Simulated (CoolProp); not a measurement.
The fluid at 298.15 K and 2.06 MPa is throttled through a valve to 0.575 MPa with no heat exchange. The same conditions are run with several fluids, on thermodynamics alone (safety and materials aside).

Model: reference Helmholtz-energy equation of state of each fluid (n-hexane: Thol 2019; R236FA: Pan 2012; cyclohexane: Zhou 2014; n-nonane: Lemmon 2006; tetradecamethylhexasiloxane (MD4M): Thol 2019), in CoolProp.

```tsv
fluid	temperature change (K)	final density (kg/m³)
n-hexane	+0.6	655
R236FA	+0.2	1360
cyclohexane	+0.7	774
n-nonane	+0.6	714
tetradecamethylhexasiloxane (MD4M)	+0.7	887
```
